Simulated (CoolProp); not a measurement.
Vapour-liquid equilibrium of n-octane (1) + o-xylene (2) at 377.3 K; x and y are mole fractions of (1).

The numbers come from the multi-fluid Helmholtz-energy mixture model, Beckmüller 2019 and Zhou 2012; pair parameters Bell 2016 in CoolProp.

Problem. Give the bubble pressure and the first vapour's composition at x = 0.05, 0.25, 0.45. Is there an azeotrope?

Solution. x = 0.05: 31.93 kPa, y = 0.091; x = 0.25: 37.15 kPa, y = 0.377; x = 0.45: 41.88 kPa, y = 0.587. No azeotrope shows between x = 0.05 and 0.95.

The pair parameters rest on a limited set of measurements; away from them the model extrapolates.
